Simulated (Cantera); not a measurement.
Feed: 1 mol LiOH, 6.6 mol O2, held at 1300 Pa.

Method: chemical equilibrium by Gibbs-energy minimisation in Cantera with the NASA 1993 tables (ideal gas, pure condensed phases). Candidate condensed phases: H2O, Li, LiH, LiOH, Li2O; 17 gas species. Kinetics and transport are ignored.

Which condensed phases are stable at each of these points (T (K)): 1598, 1648, 1698, 1748, 1798, 1848, 1898, 1948, 1998, 2048, 2098, 2148, 2198?


```json
[
 {"T (K)": "1598", "condensed phases": "Li2O(s)", "Li condensed (%)": "29.3"},
 {"T (K)": "1648", "condensed phases": "Li2O(s)", "Li condensed (%)": "14.5"},
 {"T (K)": "1698", "condensed phases": "gas only", "Li condensed (%)": "0.0"},
 {"T (K)": "1748", "condensed phases": "gas only", "Li condensed (%)": "0.0"},
 {"T (K)": "1798", "condensed phases": "gas only", "Li condensed (%)": "0.0"},
 {"T (K)": "1848", "condensed phases": "gas only", "Li condensed (%)": "0.0"},
 {"T (K)": "1898", "condensed phases": "gas only", "Li condensed (%)": "0.0"},
 {"T (K)": "1948", "condensed phases": "gas only", "Li condensed (%)": "0.0"},
 {"T (K)": "1998", "condensed phases": "gas only", "Li condensed (%)": "0.0"},
 {"T (K)": "2048", "condensed phases": "gas only", "Li condensed (%)": "0.0"},
 {"T (K)": "2098", "condensed phases": "gas only", "Li condensed (%)": "0.0"},
 {"T (K)": "2148", "condensed phases": "gas only", "Li condensed (%)": "0.0"},
 {"T (K)": "2198", "condensed phases": "gas only", "Li condensed (%)": "0.0"}
]
```

From 1598 K to 1648 K the condensed part is Li2O(s). From 1698 K to 2198 K nothing is condensed.
